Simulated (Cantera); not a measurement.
**Dilute partial oxidation**

An isothermal, constant-pressure homogeneous reactor starts with CH3OH : O2 : N2 = 0.012 : 0.0024 : 1 (molar parts), equivalence ratio 7.5, at 1523 K and 2.76 atm.

Computed with Cantera and GRI-Mech 3.0 (53 species, 325 reactions). GRI-Mech 3.0 was tuned for natural gas; its chemistry of methanol as a main component is partial and can be far from experiment.

```json
[
 {"t (s)": "9.00e-5", "x CH3OH": "0.00814", "x O2": "0.00194", "x H2O2": "7.48e-6", "x NO2": "9.35e-10", "x HCO": "3.79e-6", "x CO": "0.000821", "x C2H4": "4.95e-7"},
 {"t (s)": "0.000419", "x CH3OH": "1.31e-8", "x O2": "0.000350", "x H2O2": "1.52e-9", "x NO2": "<1e-12", "x HCO": "4.23e-8", "x CO": "0.0113", "x C2H4": "1.39e-7"},
 {"t (s)": "0.00195", "x CH3OH": "2.12e-9", "x O2": "1.35e-7", "x H2O2": "1.39e-12", "x NO2": "<1e-12", "x HCO": "3.41e-9", "x CO": "0.0111", "x C2H4": "7.40e-8"},
 {"t (s)": "0.00911", "x CH3OH": "3.20e-10", "x O2": "1.07e-8", "x H2O2": "<1e-12", "x NO2": "<1e-12", "x HCO": "3.87e-10", "x CO": "0.0111", "x C2H4": "4.39e-8"},
 {"t (s)": "0.0424", "x CH3OH": "8.15e-11", "x O2": "1.44e-9", "x H2O2": "<1e-12", "x NO2": "<1e-12", "x HCO": "1.03e-10", "x CO": "0.0111", "x C2H4": "3.58e-8"},
 {"t (s)": "0.198", "x CH3OH": "6.63e-11", "x O2": "9.25e-12", "x H2O2": "<1e-12", "x NO2": "<1e-12", "x HCO": "8.69e-11", "x CO": "0.0110", "x C2H4": "3.55e-8"},
 {"t (s)": "0.921", "x CH3OH": "6.28e-11", "x O2": "<1e-12", "x H2O2": "<1e-12", "x NO2": "<1e-12", "x HCO": "8.58e-11", "x CO": "0.0108", "x C2H4": "3.58e-8"},
 {"t (s)": "4.29", "x CH3OH": "6.01e-11", "x O2": "<1e-12", "x H2O2": "<1e-12", "x NO2": "<1e-12", "x HCO": "8.53e-11", "x CO": "0.0107", "x C2H4": "3.57e-8"},
 {"t (s)": "20.0", "x CH3OH": "5.43e-11", "x O2": "<1e-12", "x H2O2": "<1e-12", "x NO2": "<1e-12", "x HCO": "8.54e-11", "x CO": "0.0107", "x C2H4": "3.37e-8"}
]
```
x: mole fraction; the columns are a selection and need not sum to one.

Equilibrium at this temperature and pressure: CH3OH <1e-12, O2 <1e-12, H2O2 <1e-12, NO2 <1e-12, HCO 8.60e-11, CO 0.0108, C2H4 <1e-12 (gas phase only).
